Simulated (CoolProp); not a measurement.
A single-stage vapour-compression cycle with R1233zd(E): evaporating at 275.15 K (dew point), condensing at 309.15 K (bubble point), superheat 10 K, subcooling 2 K, compressor efficiency 0.85, no pressure losses. Each further row changes one setting.

The numbers come from the reference Helmholtz-energy equation of state, Akasaka 2022 in CoolProp.

| case | cooling COP | pressure ratio | discharge temperature (K) | refrigerating effect (kJ/kg) | volumetric capacity (kJ/m³) |
|---|---|---|---|---|---|
| as stated | 6.19 | 3.59 | 323.4 | 172 | 512 |
| evaporating temperature 280.15 K | 7.52 | 2.91 | 322.4 | 175 | 637 |
| condensing temperature 304.15 K | 7.40 | 3.04 | 318.3 | 178 | 530 |
| subcooling 7 K | 6.40 | 3.59 | 323.4 | 178 | 530 |
| superheat 20 K | 6.23 | 3.59 | 333.7 | 180 | 516 |
| compressor efficiency 0.75 | 5.46 | 3.59 | 327.8 | 172 | 512 |
